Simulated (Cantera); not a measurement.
Input: 1 mol TiCl₄, 1.8 mol C₃H₈, at 1348 K and 0.0870 bar.

Method: chemical equilibrium by Gibbs-energy minimisation in Cantera with the NASA 1993 tables (ideal gas, pure condensed phases). Candidate condensed phases: C, C₆H₆, C₇H₈, C₈H₁₈, Ti, TiC, TiCl₂, TiCl₃, TiCl₄; 96 gas species. The tables' values for TiCl₂ are old estimates; treat these amounts as uncertain. TiC: taken at fixed stoichiometry. Rates play no part.

Base state: H₂ 0.634, HCl 0.334, TiCl₄ 0.0171, TiCl₃ 0.0143, CH₄ 0.000204, TiCl₂ 1.15e-5 (mole fractions); condensed: C(graphite) + TiC(s).

Q: What changes in the equilibrium state with this change: pressure from 0.0870 bar to 0.0130 bar?

A: 
| species | before | after |
|---|---|---|
| H₂ | 0.634 | 0.596 |
| HCl | 0.334 | 0.389 |
| TiCl₃ | 0.0143 | 0.00955 |
| TiCl₄ | 0.0171 | 0.00532 |
| CH₄ | 0.000204 | 2.69e-5 |
| H | 6.25e-6 | 1.57e-5 |
| TiCl₂ | 1.15e-5 | 1.66e-5 |
| C(graphite), mol | 4.68 | 4.54 |
| TiC(s), mol | 0.718 | 0.864 |
